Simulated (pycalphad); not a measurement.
CALPHAD calculation (pycalphad, COST 507 light-alloy database (1999)), 1 atm. The database dates from 1999; later assessments differ in places, in temperatures and in the compounds included. Kinetics are ignored, which matters at the lower temperatures.

Molar enthalpy of Cu-51.67Si (at.%) in equilibrium (SER reference):

```csv
T (K),H (kJ/mol),phases
2350,80.00,LIQUID
2250,77.07,LIQUID
2150,74.15,LIQUID
2050,71.23,LIQUID
1950,68.31,LIQUID
1850,65.39,LIQUID
1750,62.47,LIQUID
1650,59.54,LIQUID
1550,56.61,LIQUID
1450,53.68,LIQUID
1350,50.10,LIQUID + DIAMOND_A4
1250,38.50,LIQUID + DIAMOND_A4
1150,31.47,LIQUID + DIAMOND_A4
1050,20.74,CU19SI6_ETA + DIAMOND_A4
950,18.00,CU19SI6_ETA + DIAMOND_A4
850,15.31,CU19SI6_ETA + DIAMOND_A4
750,12.66,CU19SI6_ETA + DIAMOND_A4
650,10.06,CU19SI6_ETA + DIAMOND_A4
550,7.52,CU19SI6_ETA + DIAMOND_A4
```

Cooling from 1450 K to 1050 K, across the freezing range, releases 32.9 kJ/mol, or 728 J/g. The slope is 29 J/(mol K) in the liquid and 27 J/(mol K) just below the solidus, where it includes any heat of precipitation. Liquidus 1355 K, solidus 1074 K. Changes were sought between steps of 100 K, so a narrower field can be missed.

Database names, with the compositions (at.%) that they take in these runs: CU19SI6_ETA: Cu 76 Si 24. DIAMOND_A4 is diamond (Si).
